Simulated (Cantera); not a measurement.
A perfectly stirred reactor is fed with 24.7 % H2, 14.7 % O2, 55.4 % N2, 5.19 % H2O, equivalence ratio 0.84, at 1100000 Pa; it is adiabatic with a 798 K inlet, and is followed from long to short residence time, starting on the burning branch (τ in s: 0.059, 0.032, 0.017, 0.0093, 0.005, 0.0027, 0.0015, 0.00079, 0.00042, 0.00023, 0.00012, 6.7e-05).

Computed with Cantera and GRI-Mech 3.0 (53 species, 325 reactions). The hydrogen kinetics of GRI-Mech 3.0 are dated; newer H2 mechanisms differ, most at raised pressure.

One state of this run: T (K) = 2485; x H2 = 0.00368; x O2 = 0.0235; x H2O = 0.332; x HO2 = 8.88e-6; x N2O = 1.07e-6; x NO = 0.00552; x O = 0.000631. x: mole fraction; the columns are a selection and need not sum to one.

Q: Which value of τ (s) does it belong to?
A) 6.7e-5
B) 0.00012
C) 0.00023
D) 0.017

A: D, 0.017
